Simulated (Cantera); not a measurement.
A closed system holds: 1 mol PbO, 0.56 mol H₂, 35 mol N₂, held at 1348.15 K and 27.0 Pa.

Method: chemical equilibrium by Gibbs-energy minimisation in Cantera with the NASA 1993 tables (ideal gas, pure condensed phases). Candidate condensed phases: H₂O, Pb, PbO, PbO₂, Pb₃O₄; 27 gas species. Equilibrium is a limit: real reactors are often held back by kinetics, nucleation or transport.

Base state: N₂ 0.956, Pb 0.0189, H₂O 0.0153, PbO 0.00836, O₂ 0.00180, NO 5.46e-5, OH 1.67e-5 (mole fractions); condensed: gas only.

Task: What changes in the equilibrium state with this change: temperature from 1348.15 K to 648.15 K?

Result: 
```
species         before    after
-------------  -------  -------
N₂               0.956    0.984
H₂O             0.0153   0.0157
Pb              0.0189  3.14e-7
PbO            0.00836    <1e-9
O₂             0.00180    <1e-9
NO             5.46e-5    <1e-9
OH             1.67e-5    <1e-9
Pb(l), mol           0    0.560
PbO(red), mol        0    0.440
```
